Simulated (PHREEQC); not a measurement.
## Buffer: speciation

Consider water at 25 °C with 0.01 mol/kgw H3PO4 and 0.011 mol/kgw NH3. Closed to the air; pH follows from the charge balance.

The numbers come from PHREEQC with the ion-association model, wateq4f.dat.

No solid was allowed to form.

### Question
Predict the pH.

### Answer
pH 6.11.

### Question
In which forms is P present?

### Answer
H2PO4- 90 %, HPO4-2 9.9 % of the P.

H3PO4, which wateq4f.dat lacks, is added to it with the constant of phreeqc.dat.
